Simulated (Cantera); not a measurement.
Gas mixture: 45.1 % NO, 54.9 % N2O, at 0.000790 atm, frozen composition.

Cantera's kinetic-theory transport with the Lennard-Jones parameters of GRI-Mech 3.0, ideal gas; thermal conductivity in the multicomponent form. The composition is frozen, though it would react at the higher temperatures.

One state of this run: ρ (kg/m³) = 0.000181; cp (J/kg/K) = 1331; μ (µPa s) = 65.5; λ (mW/m/K) = 120; Pr = 0.728; D (cm²/s) N2 = 5660; D (cm²/s) H = 35800; D (cm²/s) C2H2 = 4790. D: mixture-averaged diffusion coefficient of that species in the mixture.

Which value of T (K) does it belong to?
A. 1400
B. 2000
C. 800
D. 1800

B, 2000
